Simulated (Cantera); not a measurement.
An isothermal, constant-pressure homogeneous reactor starts with NH3 : H2 = 1 : 0.11 (molar parts), at 1775 K and 0.0590 bar. Integrator tolerance rtol = 1e-08.

Model: the gas-phase N/H chemistry of the illustrative SiF4/NH3 mechanism in the Surface Chemkin manual (1991), integrated in Cantera. Walls and surfaces, which speed up NH3 decomposition in real reactors, are not modelled.

Question: What does this change do: pressure from 0.0590 bar to 0.0267 bar?

Answer: 
```
quantity                                             before                                     after
-----------------  ----------------------------------------  ----------------------------------------
x(NH3) at 7.00 s      0.225 (gas-phase equilibrium 5.83e-7)     0.355 (gas-phase equilibrium 2.63e-7)
x(H2) at 7.00 s         0.597 (gas-phase equilibrium 0.762)       0.501 (gas-phase equilibrium 0.762)
x(NH2) at 7.00 s   0.000167 (gas-phase equilibrium 2.12e-9)  0.000255 (gas-phase equilibrium 1.42e-9)
x(NH) at 7.00 s    2.29e-6 (gas-phase equilibrium 1.46e-10)  3.30e-6 (gas-phase equilibrium 1.46e-10)
x(N2H2) at 7.00 s    4.82e-7 (gas-phase equilibrium <1e-12)    1.17e-6 (gas-phase equilibrium <1e-12)
x(N) at 7.00 s     1.42e-7 (gas-phase equilibrium 4.65e-11)  1.91e-7 (gas-phase equilibrium 6.92e-11)
```
